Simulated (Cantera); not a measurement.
A closed system holds: 1 mol Ta(OEt)5, 2.9 mol CH4, 67 mol H2, held at 2200 K and 0.210 Pa.

These are equilibrium values from Cantera (NASA tables, ideal gas, pure condensed phases), not measurements of a reactor. Candidate condensed phases: C, C6H6, C7H8, C8H18, H2O, Ta, TaC, Ta2O5; 113 gas species. The feed counts by its element totals alone. TaC: taken at fixed stoichiometry. Condensed phases not in the tables: Ta2C. Rates play no part.

Base state: H 0.913, H2 0.0551, CO 0.0300, C3 0.00115, C 0.000727, C2H2 (acetylene) 0.000141, C2 0.000100, C2H 8.10e-5 (mole fractions); condensed: C(graphite) + TaC(s).

What changes in the equilibrium state with this change: temperature from 2200 K to 1173 K?


```json
[
 {"species": "H2", "before": "0.0551", "after": "0.945"},
 {"species": "CO", "before": "0.0300", "after": "0.0554"},
 {"species": "H", "before": "0.913", "after": "7.91e-5"},
 {"species": "C3", "before": "0.00115", "after": "<1e-9"},
 {"species": "C", "before": "0.000727", "after": "<1e-9"},
 {"species": "C2", "before": "0.000100", "after": "<1e-9"},
 {"species": "C2H", "before": "8.10e-5", "after": "<1e-9"},
 {"species": "C(graphite), mol", "before": "6.09", "after": "6.90"},
 {"species": "TaC(s), mol", "before": "1.00", "after": "1.00"}
]
```
